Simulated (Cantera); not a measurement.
Cantera with NASA thermochemical tables; ideal gases at 1 bar, condensed phases pure. Values are per mole of reaction as written; species without (g) are pure solids or liquids, kept so even where they would boil at 1 bar.

**Question.** Between 300 and 973 K, where is each reaction favourable under standard conditions?
- SiO(g) → O(g) + Si

**Answer.** 
- SiO(g) → O(g) + Si: ΔG° is 359 kJ at 300 K and 375 kJ at 973 K; it stays positive (K < 1). ΔH° is 358 kJ and ΔS° -17 J/K at 973 K.
